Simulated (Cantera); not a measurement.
What does this Cantera script print?

```python
import numpy as np
import cantera as ct

gas_names = """
    Si H SiH3 SiH2
""".split()
cond_names = """
    Si(cr) Si(L)
""".split()


def load(file, names, dense=False):
    # The tables refer to 1 bar. Condensed volumes are neglected.
    table = {s.name: s for s in ct.Species.list_from_file(file)}
    out = []
    for n in names:
        d = dict(table[n].input_data)
        d["thermo"] = dict(d["thermo"], **{"reference-pressure": 1e5})
        if dense:
            d["equation-of-state"] = {"model": "constant-volume", "density": "1e6 g/cm^3"}
        out.append(ct.Species.from_dict(d))
    return out


species = {s.name: s for s in load("nasa_gas.yaml", gas_names) + load("nasa_condensed.yaml", cond_names)}
# Each term lists the table entries of one substance; the one whose range holds T is used.
reactions = {
    'Si(g) + 3 H(g) = SiH3(g)':
        [(-1, ['Si']), (-3, ['H']), (1, ['SiH3'])],
    '3 SiH2(g) = Si + 2 SiH3(g)':
        [(-3, ['SiH2']), (1, ['Si(cr)', 'Si(L)']), (2, ['SiH3'])],
}


def pick(names, T):
    return next(species[n] for n in names if species[n].thermo.min_temp <= T <= species[n].thermo.max_temp)


results = []
for label, terms in reactions.items():
    print(label)
    print("     T/K   dH/kJ  dS/(J/K)   dG/kJ   log10 K")
    for T in [850, 1050, 1250, 1450, 1650, 1850, 2050, 2250, 2450, 2650, 2850]:
        used = [(nu, pick(names, T)) for nu, names in terms]
        dH = sum(nu * s.thermo.h(T) for nu, s in used) / 1e6
        dS = sum(nu * s.thermo.s(T) for nu, s in used) / 1e3
        dG = dH - T * dS / 1e3
        logK = -dG * 1e6 / (ct.gas_constant * T * np.log(10))
        results.append((label, T, dH, dS, dG, logK, [s.name for _, s in used]))
        print(f"{T:8g} {dH:8.1f} {dS:8.1f} {dG:8.1f} {logK:8.2f}")
```

Result:

```
Si(g) + 3 H(g) = SiH3(g)
     T/K   dH/kJ  dS/(J/K)   dG/kJ   log10 K
     850   -911.7   -330.4   -630.8    38.76
    1050   -915.0   -334.0   -564.3    28.07
    1250   -917.6   -336.3   -497.3    20.78
    1450   -919.7   -337.8   -429.9    15.49
    1650   -921.4   -338.9   -362.2    11.47
    1850   -922.7   -339.7   -294.3     8.31
    2050   -923.9   -340.3   -226.4     5.77
    2250   -924.9   -340.7   -158.3     3.67
    2450   -925.9   -341.1    -90.1     1.92
    2650   -926.8   -341.5    -21.8     0.43
    2850   -927.7   -341.8     46.5    -0.85
3 SiH2(g) = Si + 2 SiH3(g)
     T/K   dH/kJ  dS/(J/K)   dG/kJ   log10 K
     850   -323.0   -180.9   -169.2    10.40
    1050   -324.7   -182.8   -132.8     6.61
    1250   -325.5   -183.4    -96.2     4.02
    1450   -325.2   -183.2    -59.5     2.14
    1650   -324.0   -182.5    -22.9     0.73
    1850   -272.3   -151.9      8.7    -0.25
    2050   -270.5   -151.0     39.0    -0.99
    2250   -268.3   -149.9     69.1    -1.60
    2450   -265.8   -148.9     99.0    -2.11
    2650   -263.1   -147.8    128.7    -2.54
    2850   -260.3   -146.8    158.1    -2.90
```

Source: NASA polynomial tables (part measured, part estimated), evaluated in Cantera. Condensed species are held in their standard states even where they would react or evaporate.
